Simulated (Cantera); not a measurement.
Stirred combustor or abatement burner

A perfectly stirred reactor is fed with 12.5 % CH4, 0.476 % H2, 13.8 % O2, 73.2 % N2, equivalence ratio 1.8, at 12800 Torr; it is adiabatic with a 500 K inlet, and is followed from long to short residence time, starting on the burning branch (τ in s: 0.025, 0.013, 0.0065, 0.0033, 0.0017, 0.00088, 0.00045, 0.00023, 0.00012, 6.1e-05, 3.1e-05, 1.6e-05).

Cantera simulation using GRI-Mech 3.0 (53 species, 325 reactions); the numbers are that mechanism's predictions, not measurements. The pressure lies above the range GRI-Mech 3.0 was tuned for (to about 10 atm).

```
τ (s)    T (K)   x CH4     x H2     x O2    x N2O    x CO
-------  -----  ------  -------  -------  -------  ------
0.025     1708  0.0197   0.0523  0.00149  8.20e-9  0.0486
0.013     1707  0.0218   0.0484  0.00251  1.44e-8  0.0479
0.0065    1697  0.0242   0.0449  0.00434  2.67e-8  0.0482
0.0033    1672  0.0270   0.0420  0.00755  5.11e-8  0.0494
0.0017    1617  0.0314   0.0388   0.0142  1.05e-7  0.0500
0.00088    500   0.125  0.00476    0.138   <1e-12  <1e-12
0.00045    500   0.125  0.00476    0.138   <1e-12  <1e-12
0.00023    500   0.125  0.00476    0.138   <1e-12  <1e-12
0.00012    500   0.125  0.00476    0.138   <1e-12  <1e-12
6.1e-5     500   0.125  0.00476    0.138   <1e-12  <1e-12
3.1e-5     500   0.125  0.00476    0.138   <1e-12  <1e-12
1.6e-5     500   0.125  0.00476    0.138   <1e-12  <1e-12
```
x: mole fraction; the columns are a selection and need not sum to one.
